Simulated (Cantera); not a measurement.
A Cantera script and what it prints.

```python
import numpy as np
import cantera as ct

gas_names = """
    Fe H H2 H2S S SH S2 S8
""".split()
cond_names = """
    Fe(a) Fe(c) Fe(d) Fe(L) FeS(a) FeS(b) FeS(c) FeS(L) FeS2(s) S(cr1) S(cr2) S(L)
""".split()


# ... load() reads the species with a 1 bar reference pressure and builds the phases ...
atoms = {
    'FeS': {'Fe': 1, 'S': 1},
    'H2': {'H': 2},
}
top_T = {'FeS2(s)': 1010}  # K; cautious upper limits of use, not melting points


# ... equilibrate(T, P, feed) seeds the gas with the atoms and calls Mixture.equilibrate('TP', solver="vcs", rtol=1e-11, max_steps=5000) ...
results = []
feed = {'FeS': 1, 'H2': 270}  # mol
P = 42  # Pa
for T in [1123, 1173, 1223, 1273, 1323, 1373, 1423, 1473, 1523, 1573, 1623, 1673, 1723, 1773]:
    mix = equilibrate(T, P, feed)
    results.append((T, P, feed, dict(zip(mix.species_names, mix.species_moles))))

top = {s: max(r[3][s] / sum(r[3][g] for g in gas_names) for r in results) for s in gas_names}
cols = sorted((s for s in top if top[s] > 0.001), key=lambda s: -top[s])[:5]
seen = [c for c in cond_names if any(r[3].get(c, 0) > 1e-12 for r in results)]
print("log10 of partial pressures in bar; condensed amounts in mol")
print(f"{'T/K':>10s}" + "".join(f"{s[:9]:>10s}" for s in cols + seen))
for T, P, feed, n in results:
    ng = sum(n[g] for g in gas_names)
    print(f"{T:10.4g}" + "".join(f"{np.log10(max(n[s] / ng * P / 1e5, 1e-99)):10.3f}" for s in cols)
          + "".join(f"{n.get(c, 0):10.4g}" for c in seen))
```

It prints:

```
log10 of partial pressures in bar; condensed amounts in mol
       T/K        H2         H        Fe       H2S        SH     Fe(a)     Fe(c)    FeS(c)
      1123    -3.378    -9.060   -11.507    -5.953    -8.542    0.7227         0    0.2773
      1173    -3.378    -8.618   -10.707    -5.820    -8.082         1         0         0
      1223    -3.378    -8.211    -9.976    -5.833    -7.795         0    0.9999         0
      1273    -3.378    -7.836    -9.303    -5.854    -7.540         0    0.9997         0
      1323    -3.378    -7.489    -8.682    -5.887    -7.317         0    0.9987         0
      1373    -3.378    -7.167    -8.108    -5.932    -7.125         0     0.995         0
      1423    -3.378    -6.867    -7.574    -5.990    -6.962         0    0.9829         0
      1473    -3.378    -6.587    -7.078    -6.057    -6.823         0    0.9462         0
      1523    -3.379    -6.326    -6.615    -6.132    -6.706         0    0.8436         0
      1573    -3.380    -6.081    -6.182    -6.213    -6.608         0    0.5758         0
      1623    -3.381    -5.851    -5.811    -6.301    -6.526         0         0         0
      1673    -3.382    -5.635    -5.812    -6.392    -6.459         0         0         0
      1723    -3.384    -5.431    -5.812    -6.490    -6.406         0         0         0
      1773    -3.386    -5.239    -5.814    -6.594    -6.369         0         0         0
```

Equilibrium computed with Cantera from the NASA thermochemical tables; the gas is ideal and each condensed phase is pure. Mutual solubility and eutectic melting of coexisting phases are not modelled. FeS: taken at fixed stoichiometry. Gases not in the tables: S3 to S7.
